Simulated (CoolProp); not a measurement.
Aqueous methanol as a coolant, 23 % by mass, freezing at -18.0 °C, 1 atm.

The numbers come from the Melinder's fits for secondary coolants in CoolProp.

| T (°C) | Prandtl number | viscosity (mPa s) | cp (kJ/(kg K)) | conductivity (W/(m K)) |
|---|---|---|---|---|
| -9.9 | 47.4 | 5.26 | 3.955 | 0.439 |
| -4.7 | 37.2 | 4.14 | 3.985 | 0.444 |
| 0.4 | 29.8 | 3.34 | 4.011 | 0.449 |
| 5.6 | 24.2 | 2.72 | 4.033 | 0.454 |
| 10.8 | 19.9 | 2.25 | 4.052 | 0.459 |
| 15.9 | 16.6 | 1.90 | 4.067 | 0.464 |
| 21.1 | 14.0 | 1.61 | 4.078 | 0.469 |
| 26.3 | 12.0 | 1.39 | 4.084 | 0.474 |
| 31.5 | 10.3 | 1.21 | 4.085 | 0.479 |
